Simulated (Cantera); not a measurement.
An adiabatic, constant-pressure homogeneous reactor starts with 7.60 % CH4, 0.463 % CO, 19.3 % O2, 72.6 % N2, at 1500 K and 101000 Pa.

Detailed kinetics in Cantera: GRI-Mech 3.0 (53 species, 325 reactions).

One state of this run: T (K) = 2660; x CH4 = <1e-12; x CO = 0.0227; x O2 = 0.0405; x C2H2 = <1e-12; x N2O = 6.60e-7; x OH = 0.0174; x C2H = <1e-12. x: mole fraction; the columns are a selection and need not sum to one.

Problem. Which value of t (s) does it belong to?
A. 0.0376
B. 0.000474
C. 1.78e-5
D. 2.00e-6

Solution. A, 0.0376
